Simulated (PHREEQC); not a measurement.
Dissolve 0.41 mol KOH, 0.056 mol CaCl2 and 0.084 mol NaCl per kg of water at 25 °C. Closed to the air; pH follows from the charge balance.

Equilibrium calculation in PHREEQC: ion-association model, wateq4f.dat.

Each row changes one thing in this solution. This is a speciation only: nothing precipitates in the calculation.

```
case                                  pH  ionic strength (mol/kgw)  CaOH+ (mol/kgw)  Ca+2 (mol/kgw)  SI of Portlandite (Ca(OH)2)  SI of Halite (NaCl)
---------------------------------  -----  ------------------------  ---------------  --------------  ---------------------------  -------------------
as made                            13.38                     0.597           0.0327          0.0233                        +1.71                -3.72
CaCl2 from 0.056 to 0.112 mol/kgw  13.33                     0.705           0.0624               ?                        +1.94                -3.53
NaCl from 0.084 to 0.0168 mol/kgw  13.38                     0.529                ?          0.0230                        +1.72                -4.59
0.0065 mol/kgw Na2SO4 added        13.38                     0.610           0.0323          0.0230                        +1.70                -3.66
NaCl from 0.084 to 0.0084 mol/kgw  13.38                     0.520           0.0331          0.0229                        +1.72                    ?
KOH from 0.41 to 0.205 mol/kgw     13.07                     0.410           0.0237          0.0323                        +1.28                -3.69
KOH left out                        6.92                     0.252          3.13e-8          0.0560                       -10.73                -3.66
temperature from 25 to 10 °C       13.90                     0.569           0.0464         0.00959                        +1.18                -3.67
diluted 10-fold with water         12.50                    0.0637          0.00123         0.00436                        -0.52                -5.56
```

Task: Complete the blanks.

Result: 
- CaCl2 from 0.056 to 0.112 mol/kgw, Ca+2 (mol/kgw): 0.0496
- NaCl from 0.084 to 0.0168 mol/kgw, CaOH+ (mol/kgw): 0.0330
- NaCl from 0.084 to 0.0084 mol/kgw, SI of Halite (NaCl): -4.92

The ionic strength passes 0.7 mol/kgw, the rough limit of the ion-association models, in CaCl2 from 0.056 to 0.112 mol/kgw. Some of these states are supersaturated (in Portlandite, for instance). Away from 25 °C the constants follow the database's enthalpies or fits; those with neither stay at their 25 °C values.
